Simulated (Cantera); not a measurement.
Charge: 1 mol PbO, 0.34 mol O₂, 0.56 mol H₂, held at 0.000140 bar.

Method: chemical equilibrium by Gibbs-energy minimisation in Cantera with the NASA 1993 tables (ideal gas, pure condensed phases). Candidate condensed phases: H₂O, Pb, PbO, PbO₂, Pb₃O₄; 12 gas species. Kinetics and transport are ignored.

Which condensed phases are stable at each of these points (T (K)): 450, 500, 550, 600, 650, 700, 750, 800, 850, 900, 950, 1000, 1050?


| T (K) | condensed phases | Pb condensed (%) |
|---|---|---|
| 450 | PbO(red) | 100.0 |
| 500 | PbO(red) | 100.0 |
| 550 | PbO(red) | 100.0 |
| 600 | PbO(red) | 100.0 |
| 650 | PbO(red) | 100.0 |
| 700 | PbO(red) | 100.0 |
| 750 | PbO(red) | 100.0 |
| 800 | PbO(yellow) | 100.0 |
| 850 | PbO(yellow) | 100.0 |
| 900 | PbO(yellow) | 100.0 |
| 950 | PbO(yellow) | 100.0 |
| 1000 | PbO(yellow) | 99.9 |
| 1050 | PbO(yellow) | 99.3 |

From 450 K to 750 K the condensed part is PbO(red). From 800 K to 1050 K the condensed part is PbO(yellow).
